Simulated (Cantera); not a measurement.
Input: 1 mol Fe(CO)₅, 0.018 mol O₂, 0.11 mol N₂, at 1200 K and 128 Torr.

Method: chemical equilibrium by Gibbs-energy minimisation in Cantera with the NASA 1993 tables (ideal gas, pure condensed phases). Candidate condensed phases: C, Fe, Fe(CO)₅, FeO, Fe₂O₃, Fe₃O₄; 27 gas species. Rates play no part.

Base state: CO 0.971, N₂ 0.0215, CO₂ 0.00705 (mole fractions); condensed: Fe(γ).

Question: What changes in the equilibrium state with this change: O₂ from 0.018 to 0.2 mol?

Answer: 
```csv
species,before,after
CO,0.971,0.900
CO₂,0.00705,0.0783
N₂,0.0215,0.0215
"Fe(γ), mol",1.00,1.00
```
